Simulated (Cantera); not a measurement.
A Cantera script and its output.

```python
import numpy as np
import cantera as ct

gas = ct.Solution("gri30.yaml")
gas.TPX = 675, 190000, {'CO': 1, 'H2': 0.3, 'CH4': 0.28, 'O2': 1.1, 'N2': 4.14}
flame = ct.FreeFlame(gas, width=0.026)
flame.set_refine_criteria(ratio=3, slope=0.08, curve=0.16)
flame.transport_model = "mixture-averaged"
flame.solve(loglevel=0, auto=True)
flame.transport_model = "multicomponent"
flame.soret_enabled = True
flame.solve(loglevel=0, refine_grid=True)
z, T = flame.grid, flame.T
thick = (T[-1] - T[0]) / np.gradient(T, z).max()
show = ['CO', 'H2', 'CH4', 'CH2', 'HCN', 'NO']
print(f"laminar burning velocity  {flame.velocity[0] * 100:.3f} cm/s")
print(f"burnt temperature         {T[-1]:.1f} K")
print(f"thermal thickness         {thick * 1e3:.4f} mm")
print(f"grid points               {len(z)}")
z0 = z[flame.heat_release_rate.argmax()]
print(f"{'z/mm':>9s}{'T/K':>9s}{'u/(m/s)':>9s}" + "".join(f"{s:>11s}" for s in show))
rows = []
for k in (-3, -2, -1.5, -1, -0.5, -0.25, 0, 0.25, 0.5, 1, 2, 4, 8):
    zz = z0 + k * thick
    rows.append([k * thick, np.interp(zz, z, T), np.interp(zz, z, flame.velocity),
                 *(np.interp(zz, z, flame.X[gas.species_index(s)]) for s in show)])
    print(f"{rows[-1][0] * 1e3:9.3f}{rows[-1][1]:9.1f}{rows[-1][2]:9.3f}" + "".join(f"{x:11.3e}" for x in rows[-1][3:]))
```

It prints:

```
laminar burning velocity  255.341 cm/s
burnt temperature         2526.8 K
thermal thickness         0.1683 mm
grid points               155
     z/mm      T/K  u/(m/s)         CO         H2        CH4        CH2        HCN         NO
   -0.505    675.0    2.553  1.466e-01  4.384e-02  4.106e-02 -1.493e-20  1.096e-14  3.767e-13
   -0.337    675.1    2.552  1.467e-01  4.332e-02  4.108e-02  1.044e-17  4.051e-13  1.024e-11
   -0.252    675.4    2.551  1.469e-01  4.230e-02  4.110e-02  2.684e-15  5.428e-12  1.069e-10
   -0.168    680.6    2.564  1.473e-01  3.941e-02  4.100e-02  1.731e-11  1.409e-10  1.945e-09
   -0.084    810.3    3.038  1.474e-01  3.246e-02  3.727e-02  1.708e-07  1.195e-08  1.052e-07
   -0.042   1133.4    4.256  1.472e-01  2.894e-02  2.640e-02  3.125e-06  9.052e-08  6.299e-07
    0.000   1567.5    5.903  1.451e-01  2.371e-02  7.599e-03  1.953e-05  3.695e-07  2.444e-06
    0.042   1786.9    6.700  1.285e-01  1.604e-02  5.439e-04  4.569e-06  3.817e-07  6.064e-06
    0.084   1878.7    6.986  1.094e-01  1.313e-02  1.841e-05  2.285e-07  1.395e-07  1.043e-05
    0.168   1990.9    7.316  8.860e-02  1.320e-02  2.438e-08  4.943e-10  1.168e-08  1.897e-05
    0.337   2115.9    7.699  7.737e-02  1.288e-02  7.858e-13  3.368e-14  1.685e-10  3.354e-05
    0.673   2242.6    8.092  7.105e-02  1.122e-02  1.577e-15  3.201e-15  2.977e-11  5.827e-05
    1.347   2356.4    8.434  6.391e-02  9.365e-03  9.042e-16  2.575e-15  4.734e-11  1.055e-04
```

Model: GRI-Mech 3.0 (53 species, 325 reactions), integrated in Cantera. Burning velocities carry a grid error of a few per cent, more on coarse grids.
